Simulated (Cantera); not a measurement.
A freely propagating, adiabatic, planar premixed flame of H2 : O2 : N2 = 1 : 0.962 : 3.62 (molar parts), equivalence ratio 0.52, unburnt at 450 K and 100000 Pa; mixture-averaged transport, grid criteria slope 0.08 and curve 0.16, no radiation.

Cantera simulation using the H2/O2 subset of GRI-Mech 3.0, which has no nitrogen chemistry; the numbers are that mechanism's predictions, not measurements. Burning velocities carry a grid error of a few per cent, more on coarse grids. Lean hydrogen flames are cellular in practice and burn faster than this planar one.

x: mole fraction of selected species; z is measured from the peak of heat release.

```csv
z (mm),T (K),u (m/s),x H2,x O2,x H2O,x O,x OH,x HO2
-1.21,450,1.39,0.179,0.172,2.18e-7,<1e-8,<1e-8,<1e-8
-0.804,450,1.38,0.178,0.173,4.62e-6,<1e-8,<1e-8,6.89e-8
-0.603,451,1.38,0.175,0.173,3.33e-5,<1e-8,<1e-8,5.90e-7
-0.402,456,1.38,0.166,0.175,0.000344,6.90e-8,<1e-8,7.72e-6
-0.201,[?],1.64,[?],0.177,[?],[?],[?],[?]
-0.100,819,2.35,0.0929,0.167,0.0447,0.000250,0.000497,0.000238
0,1137,3.23,0.0508,0.140,0.0996,0.00214,0.00169,0.000125
0.100,1364,3.86,0.0215,0.113,0.145,0.00498,0.00411,7.68e-5
0.201,1495,4.23,0.00980,0.100,0.166,0.00591,0.00578,5.45e-5
0.402,1620,4.57,0.00447,0.0944,0.178,0.00457,0.00637,3.48e-5
0.804,1706,4.79,0.00215,0.0934,0.185,0.00228,0.00521,1.86e-5
1.61,1750,4.91,0.000787,0.0935,0.188,0.000830,0.00339,7.70e-6
3.22,1768,4.95,[?],0.0939,0.190,[?],[?],[?]
```

Q: Complete the blanks.

A: 
- -0.201, T (K): 558
- -0.201, x H2: 0.131
- -0.201, x H2O: 0.0108
- -0.201, x O: 9.25e-6
- -0.201, x OH: 4.73e-5
- -0.201, x HO2: 0.000282
- 3.22, x H2: 0.000236
- 3.22, x O: 0.000252
- 3.22, x OH: 0.00192
- 3.22, x HO2: 2.73e-6
